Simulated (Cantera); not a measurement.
Input: 1 mol Al, 14 mol HCl, 0.94 mol N2, equilibrated at 4.90 mbar.

Cantera equilibrium calculation (NASA polynomials, part measured and part estimated; ideal gas, pure solids and liquids). Candidate condensed phases: Al, AlCl3, AlN, NH4Cl; 20 gas species. Kinetics and transport are ignored.

Problem. At 277 °C, list the 5 most abundant gas species with their mole fractions, and the condensed phases.

Solution. HCl 0.781, H2 0.107, N2 0.0668, Al2Cl6 0.0254, AlCl3 0.0202. Condensed: gas only.
